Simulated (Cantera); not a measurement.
Charge: 1 mol trisilylamine, 2.6 mol NH3, 2.1 mol N2, at 900 °C and 0.0398 Torr.

Equilibrium computed with Cantera from the NASA thermochemical tables; the gas is ideal and each condensed phase is pure. Candidate condensed phases: Si, Si3N4; 18 gas species. The feed counts by its element totals alone. Rates play no part.

Task: What is the equilibrium state?

Result: 
```json
{
  "x(H2)": "0.816",
  "x(N2)": "0.184",
  "x(H)": "1.47e-5",
  "n(Si3N4(s))": "1.00 mol",
  "gas_amount": "10.30 mol",
  "log10 activity of Si(s) (absent)": "-1.94"
}
```
